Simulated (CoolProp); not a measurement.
Vapour-liquid equilibrium of ethanol (1) + n-decane (2) at 0.564 MPa; x and y are mole fractions of (1).

Values from CoolProp's multi-fluid Helmholtz-energy mixture model, Schroeder 2014 and Lemmon 2006; pair parameters Bell 2016.

Question: Give the bubble temperature and the first vapour's composition at x = 0.2, 0.425, 0.875. Is there an azeotrope?

Answer: x = 0.2: 427.5 K, y = 0.888; x = 0.425: 414.9 K, y = 0.928; x = 0.875: 405.9 K, y = 0.970. No azeotrope shows between x = 0.05 and 0.95.

The pair parameters rest on a limited set of measurements; away from them the model extrapolates. With so large a gap from Raoult's law the liquid may split in two, which this calculation doesn't test in full.
